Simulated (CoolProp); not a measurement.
Properties of n-decane along the isobar 555 kPa.

Model: reference Helmholtz-energy equation of state, Lemmon 2006, in CoolProp. It is a short technical equation, of lower accuracy than the large ones.

| T (°C) | phase | Z | cp (kJ/(kg K)) | Prandtl number |
|---|---|---|---|---|
| 179.45 | liquid | 0.03497 | 2.832 | … |
| 192.95 | liquid | 0.03470 | 2.893 | 5.64 |
| 206.55 | liquid | 0.03451 | … | 5.39 |
| 220.05 | liquid | 0.03441 | 3.019 | 5.15 |
| 233.55 | liquid | 0.03442 | 3.087 | 4.92 |
| 247.05 | liquid | 0.03455 | 3.161 | 4.69 |
| 260.55 | gas | 0.7997 | 2.824 | 0.875 |
| 274.05 | gas | 0.8234 | 2.837 | 0.856 |
| 287.65 | gas | 0.8431 | 2.859 | 0.842 |
| 301.15 | gas | 0.8597 | 2.885 | 0.829 |
| 314.65 | gas | … | 2.913 | 0.818 |

### Question
Complete the blanks.

### Answer

- 179.45, Prandtl number: 5.91
- 206.55, cp (kJ/(kg K)): 2.955
- 314.65, Z: 0.8738

Viscosity comes from a separate model (Huber 2004). Thermal conductivity comes from a separate model (Huber 2005).
